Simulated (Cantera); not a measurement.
# Adiabatic ignition

An adiabatic, constant-pressure homogeneous reactor starts with CH4 : CO : O2 : N2 : H2O = 1 : 0.068 : 1.45 : 5.46 : 1.3 (molar parts), equivalence ratio 1.4, at 1000 K and 500000 Pa.

Computed with Cantera and GRI-Mech 3.0 (53 species, 325 reactions).

```
t (s)     T (K)     x CH4     x CO     x O2      x H2     x HCO    x C2H6
--------  -----  --------  -------  -------  --------  --------  --------
3.00e-6    1000     0.108  0.00733    0.156    <1e-12    <1e-12    <1e-12
8.11e-6    1000     0.108  0.00733    0.156    <1e-12    <1e-12    <1e-12
2.19e-5    1000     0.108  0.00733    0.156    <1e-12    <1e-12    <1e-12
5.92e-5    1000     0.108  0.00733    0.156  2.17e-12    <1e-12    <1e-12
0.000160   1000     0.108  0.00733    0.156  1.32e-11    <1e-12  2.95e-12
0.000433   1000     0.108  0.00733    0.156  9.98e-11    <1e-12  6.56e-11
0.00117    1000     0.108  0.00733    0.156  9.35e-10    <1e-12   1.72e-9
0.00316    1000     0.108  0.00733    0.156   9.79e-9    <1e-12   4.54e-8
0.00854    1000     0.108  0.00733    0.156   6.93e-8    <1e-12   4.99e-7
0.0231     1000     0.108  0.00733    0.156   3.04e-7    <1e-12   2.27e-6
0.0624     1000     0.108  0.00733    0.156   1.46e-6  1.06e-12   9.33e-6
0.169      1002     0.107  0.00734    0.156   1.59e-5  1.05e-11   6.08e-5
0.456      2294  9.02e-12   0.0593  1.75e-5    0.0594   6.05e-8    <1e-12
1.23       2294  9.02e-12   0.0593  1.75e-5    0.0594   6.05e-8    <1e-12
3.33       2294  9.02e-12   0.0593  1.75e-5    0.0594   6.05e-8    <1e-12
9.00       2294  9.02e-12   0.0593  1.75e-5    0.0594   6.05e-8    <1e-12
```
x: mole fraction; the columns are a selection and need not sum to one.

```
Item                                                                  Result
---------------------------------  -----------------------------------------
time of steepest temperature rise                                    0.277 s
temperature at 9.00 s                                                 2294 K
equilibrium temperature                                               2294 K
x(CH4) at 9.00 s                   9.02e-12 (gas-phase equilibrium 1.03e-11)
x(CO) at 9.00 s                        0.0593 (gas-phase equilibrium 0.0593)
x(O2) at 9.00 s                      1.75e-5 (gas-phase equilibrium 1.75e-5)
```
